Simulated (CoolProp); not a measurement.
Methane at 171.04 K and 1.02 MPa is compressed adiabatically to 3.49 MPa with isentropic efficiency 0.75. Each further row changes one setting.

Model: reference Helmholtz-energy equation of state, Setzmann 1991, in CoolProp.

```
case             work (kJ/kg)  final temperature (K)  final density (kg/m³)
---------------  ------------  ---------------------  ---------------------
as stated                 150                  252.1                   30.0
efficiency 1              113                  237.6                   32.8
efficiency 0.65           173                  261.2                   28.5
```
